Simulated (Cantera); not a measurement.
A closed system holds: 1 mol SiH2Cl2, 0.0041 mol Cl2, a varied amount of N2, at 1048 K and 39.0 mbar.

These are equilibrium values from Cantera (NASA tables, ideal gas, pure condensed phases), not measurements of a reactor. Candidate condensed phases: NH4Cl, Si, Si3N4; 28 gas species. N2 is the only nitrogen source here; it is nearly inert below about 1500 K, so the nitride shown seldom forms there in practice. The tables' values for SiCl3 are old estimates; treat these amounts as uncertain. Equilibrium is a limit: real reactors are often held back by kinetics, nucleation or transport.

Question: At 34 mol N2, list the 4 most abundant gas species with their mole fractions, and the condensed phases.

Answer: N2 0.947, HCl 0.0409, H2 0.00788, SiCl4 0.00398. Condensed: Si3N4(s).
